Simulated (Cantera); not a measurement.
A closed system holds: 1 mol borazine, 0.23 mol O₂, at 1798 K and 0.0100 bar.

Equilibrium computed with Cantera from the NASA thermochemical tables; the gas is ideal and each condensed phase is pure. Candidate condensed phases: B, BN, B₂O₃, B₃O₃H₃, H₂O; 39 gas species. The feed counts by its element totals alone. Rates play no part.

Base state: H₂ 0.841, HBO 0.0612, N₂ 0.0606, B₂O₂ 0.0170, B₂O₃ 0.00875, BO 0.00420, HBO₂ 0.00417, H 0.00323 (mole fractions); condensed: BN(s).

Q: What changes in the equilibrium state with this change: temperature from 1798 K to 2075 K?

A: 
| species | before | after |
|---|---|---|
| H₂ | 0.841 | 0.797 |
| HBO | 0.0612 | 0.0699 |
| N₂ | 0.0606 | 0.0649 |
| BO | 0.00420 | 0.0282 |
| H | 0.00323 | 0.0238 |
| B₂O₂ | 0.0170 | 0.0150 |
| B | 2.59e-8 | 3.24e-5 |
| B₂O | 2.85e-6 | 0.000364 |
| BN(s), mol | 2.58 | 2.54 |
The tables' values for BH₂ are old estimates; treat these amounts as uncertain.

Q: What changes in the equilibrium state with this change: pressure from 0.0100 bar to 0.00140 bar?

A: 
```json
[
 {"species": "H₂", "before": "0.841", "after": "0.821"},
 {"species": "HBO", "before": "0.0612", "after": "0.0685"},
 {"species": "N₂", "before": "0.0606", "after": "0.0647"},
 {"species": "BO", "before": "0.00420", "after": "0.0127"},
 {"species": "B₂O₂", "before": "0.0170", "after": "0.0218"},
 {"species": "B₂O", "before": "2.85e-6", "after": "2.23e-5"},
 {"species": "H₂O", "before": "0.000146", "after": "2.33e-5"},
 {"species": "HBO₂", "before": "0.00417", "after": "0.000764"},
 {"species": "B₂O₃", "before": "0.00875", "after": "0.00184"},
 {"species": "H", "before": "0.00323", "after": "0.00853"},
 {"species": "BN(s), mol", "before": "2.58", "after": "2.55"}
]
```
The tables' values for BH₂ are old estimates; treat these amounts as uncertain.
